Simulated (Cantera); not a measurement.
# Moist CO burnout

A perfectly stirred reactor is fed with CO : O₂ : H₂O : N₂ = 0.01 : 0.074 : 0.00023 : 1 (molar parts), at 1580 Torr; it is held at 1500 K, and followed from long to short residence time.

Model: GRI-Mech 3.0 (53 species, 325 reactions), integrated in Cantera.

```csv
τ (s),x CO,x O₂,x H₂O,x NO,x O
2.3,6.76e-5,0.0639,0.000208,2.04e-5,1.60e-5
0.76,0.000147,0.0640,0.000206,2.11e-5,3.16e-5
0.25,0.000316,0.0640,0.000203,2.00e-5,6.32e-5
0.084,0.000656,0.0642,0.000200,1.66e-5,0.000124
0.028,0.00132,0.0644,0.000194,1.17e-5,0.000237
0.0093,0.00255,0.0649,0.000187,6.86e-6,0.000420
0.0031,0.00449,0.0657,0.000181,3.02e-6,0.000631
0.0010,0.00692,0.0668,0.000181,6.64e-7,0.000666
```
x: mole fraction; the columns are a selection and need not sum to one.
